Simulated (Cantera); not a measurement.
Cantera run, input and output.

```python
import numpy as np
import cantera as ct

gas = ct.Solution("gri30.yaml")
gas.TPX = 1500, 100000, {'CO': 1, 'H2': 0.37, 'CH4': 0.29, 'O2': 3.79, 'N2': 14.3}
reactor = ct.IdealGasConstPressureReactor(gas, energy="on", clone=False)
net = ct.ReactorNet([reactor])
net.rtol, net.atol = 1e-08, 1e-16
show = ['CO', 'H2', 'CH4', 'O', 'CH2CO', 'C2H4', 'CO2']
times = np.geomspace(1e-06, 3, 12)

steps = ct.SolutionArray(gas, extra=["t"])
rows = []
print(f"{'t/s':>10s}{'T/K':>9s}{'P/Pa':>11s}" + "".join(f"{s:>11s}" for s in show))
for t in times:
    while net.time < t:
        t_next = net.step()
        steps.append(gas.state, t=t_next)
    rows.append([np.interp(t, steps.t, y) for y in (steps.T, steps.P, *steps(*show).X.T)])
    print(f"{t:10.3e}{rows[-1][0]:9.1f}{rows[-1][1]:11.4g}" + "".join(f"{x:11.3e}" for x in rows[-1][2:]))
rate = np.gradient(steps.T, steps.t)
print("integrator steps:", len(steps.t))
if steps.T.max() > steps.T[0] + 200:
    print(f"time of steepest temperature rise: {steps.t[rate.argmax()]:.4e} s")
gas.TPX = 1500, 100000, {'CO': 1, 'H2': 0.37, 'CH4': 0.29, 'O2': 3.79, 'N2': 14.3}
gas.equilibrate("HP")
print(f"equilibrium (HP): T = {gas.T:.1f} K  " + "  ".join(f"{s} {gas[s].X[0]:.3e}" for s in show))
```

It prints:

```
       t/s      T/K       P/Pa         CO         H2        CH4          O      CH2CO       C2H4        CO2
 1.000e-06   1500.0      1e+05  5.063e-02  1.873e-02  1.468e-02  2.408e-08  1.482e-14  9.972e-17  2.225e-08
 3.880e-06   1500.0      1e+05  5.063e-02  1.873e-02  1.468e-02  1.059e-07  4.656e-13  6.668e-14  1.102e-07
 1.505e-05   1500.0      1e+05  5.063e-02  1.873e-02  1.468e-02  1.088e-06  3.396e-11  1.602e-10  1.210e-06
 5.841e-05   1603.4      1e+05  5.468e-02  1.549e-02  6.332e-03  1.437e-03  1.587e-05  4.847e-05  2.307e-03
 2.266e-04   2071.6      1e+05  1.238e-02  1.746e-03  2.681e-19  1.288e-02  5.142e-21  2.618e-28  5.404e-02
 8.793e-04   2250.2      1e+05  3.779e-03  4.749e-04  9.779e-21  3.203e-03  1.932e-22  5.241e-31  6.352e-02
 3.412e-03   2283.0      1e+05  1.910e-03  2.482e-04 -8.187e-21  1.644e-03  3.906e-23 -2.623e-32  6.555e-02
 1.324e-02   2281.5      1e+05  1.887e-03  2.455e-04  3.658e-21  1.620e-03  3.680e-23  5.653e-32  6.557e-02
 5.136e-02   2276.1      1e+05  1.834e-03  2.395e-04  3.388e-21  1.561e-03  3.303e-23  4.918e-32  6.563e-02
 1.993e-01   2266.1      1e+05  1.740e-03  2.286e-04  2.929e-21  1.456e-03  2.677e-23  3.789e-32  6.574e-02
 7.732e-01   2263.0      1e+05  1.710e-03  2.252e-04  2.793e-21  1.424e-03  2.498e-23  3.481e-32  6.577e-02
 3.000e+00   2263.0      1e+05  1.710e-03  2.252e-04  2.793e-21  1.424e-03  2.498e-23  3.480e-32  6.577e-02
integrator steps: 1621
time of steepest temperature rise: 6.0853e-05 s
equilibrium (HP): T = 2263.0 K  CO 1.710e-03  H2 2.252e-04  CH4 4.366e-21  O 1.424e-03  CH2CO 3.557e-23  C2H4 4.680e-32  CO2 6.577e-02
```

Model: GRI-Mech 3.0 (53 species, 325 reactions), integrated in Cantera.
